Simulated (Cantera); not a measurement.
Transport properties of process gases

Gas mixture: 46.9 % C2H4, 32.5 % NH3, 20.6 % CO2, at 0.133 bar, frozen composition.

Cantera's kinetic-theory transport with the Lennard-Jones parameters of GRI-Mech 3.0, ideal gas; thermal conductivity in the multicomponent form. Polar gases are described roughly by these parameters. The composition is frozen, though it would react at the higher temperatures.

```csv
T (K),ρ (kg/m³),cp (J/kg/K),μ (µPa s),λ (mW/m/K),Pr,D (cm²/s) H2,D (cm²/s) CH3,D (cm²/s) OH
400,0.111,1649,15.1,34.7,0.720,8.57,2.43,3.49
500,0.0890,1876,18.6,48.4,0.722,12.6,3.65,5.19
600,0.0742,2081,21.9,62.9,0.723,17.2,5.07,7.13
700,0.0636,2256,24.9,77.6,0.724,22.4,6.65,9.31
800,0.0556,2400,27.8,92.0,0.724,28.0,8.40,11.7
900,0.0494,2526,30.5,106,0.724,34.2,10.3,14.3
1000,0.0445,2656,33.1,121,0.724,40.7,12.4,17.1
1100,0.0405,2758,35.5,135,0.724,47.8,14.5,20.1
```
D: mixture-averaged diffusion coefficient of that species in the mixture.
